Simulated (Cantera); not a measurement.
An adiabatic, constant-pressure homogeneous reactor starts with CH4 : C2H6 : O2 : N2 = 1 : 0.16 : 1.83 : 20.1 (molar parts), at 1225 K and 450000 Pa.

Detailed kinetics in Cantera: GRI-Mech 3.0 (53 species, 325 reactions).

One state of this run: T (K) = 1961; x CH4 = 1.05e-11; x C2H6 = <1e-12; x O2 = 8.04e-8; x NO2 = 3.82e-11; x CH3 = <1e-12; x CH2O = 1.69e-9; x C2H4 = <1e-12. x: mole fraction; the columns are a selection and need not sum to one.

Task: Which value of t (s) does it belong to?
A) 0.0634
B) 0.000356
C) 0.00100
D) 0.00283

Result: A, 0.0634
